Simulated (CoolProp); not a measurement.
Vapour pressure (MPa) of R13: the reference equation beside estimates from Tc = 29.9 °C, pc = 3.973 MPa, ω = 0.175.

Computed with CoolProp (reference Helmholtz-energy equation of state, Platzer 1990). This equation is an older, rougher fit; its heat capacities, sound speeds and derivatives of the liquid may be far off and weren't checked against measurements.

```tsv
T (°C)	reference	van der Waals	Soave-Redlich-Kwong	Peng-Robinson
-70.15	[?]	0.6338	0.1756	0.1761
-67.65	0.2001	0.6759	0.1975	0.1977
-65.05	0.2251	0.7216	0.2224	0.2223
-62.45	0.2523	0.7693	0.2496	0.2492
-59.95	0.2807	0.8170	0.2781	0.2773
-57.35	[?]	0.8687	0.3103	0.3090
-54.75	0.3476	0.9224	0.3453	0.3435
-52.15	0.3853	0.9783	0.3832	0.3807
-49.65	0.4243	[?]	0.4224	0.4194
-47.05	[?]	1.094	0.4664	0.4626
-44.45	0.5147	1.156	0.5136	0.5091
-41.95	0.5630	1.218	0.5624	0.5571
-39.35	0.6166	1.285	0.6167	0.6105
```

Problem. Some entries are withheld; supply them.

Solution. 
- -70.15, reference: 0.1782
- -57.35, reference: 0.3128
- -49.65, van der Waals: 1.034
- -47.05, reference: 0.4679

Absolute difference from the reference over all 13 rows, mean and median: van der Waals 171.8 and 165.4 %, Soave-Redlich-Kwong 0.7 and 0.7 %, Peng-Robinson 1.2 and 1.2 %.
